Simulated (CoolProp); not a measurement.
The fluid at 298.15 K and 0.915 MPa is throttled through a valve to 0.635 MPa with no heat exchange. The same conditions are run with several fluids, on thermodynamics alone (safety and materials aside).

Computed with CoolProp (reference Helmholtz-energy equation of state of each fluid (R410A: Lemmon 2003; nitrous oxide: Lemmon 2006; hydrogen sulfide: Lemmon 2006; ethane: Bücker 2006; dry air: Lemmon 2000)). Blends and air are pseudo-pure fits.

```json
[
 {"fluid": "R410A", "temperature change (K)": "-6.0", "final density (kg/m³)": "[?]"},
 {"fluid": "nitrous oxide", "temperature change (K)": "[?]", "final density (kg/m³)": "11.8"},
 {"fluid": "hydrogen sulfide", "temperature change (K)": "-5.0", "final density (kg/m³)": "[?]"},
 {"fluid": "ethane", "temperature change (K)": "-3.2", "final density (kg/m³)": "8.20"},
 {"fluid": "dry air", "temperature change (K)": "-0.6", "final density (kg/m³)": "7.45"}
]
```

Question: Some entries are withheld; supply them.

Answer: 
- R410A, final density (kg/m³): 21.0
- nitrous oxide, temperature change (K): -3.1
- hydrogen sulfide, final density (kg/m³): 9.37
